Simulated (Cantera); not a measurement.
# Thermodynamics of iron carbonyl, mercury and lead vapours, feed Pb + H₂ + N₂

Feed: 1 mol Pb, 5.2 mol H₂, 31 mol N₂, equilibrated at 350 °C and 0.360 Torr.

These are equilibrium values from Cantera (NASA tables, ideal gas, pure condensed phases), not measurements of a reactor. Candidate condensed phases: Pb; 11 gas species. The numbers say what is thermodynamically allowed, not how fast it happens.

x(N₂): 0.856
x(H₂): 0.144
n(Pb(l)): 1.000 mol
gas amount: 36.20 mol
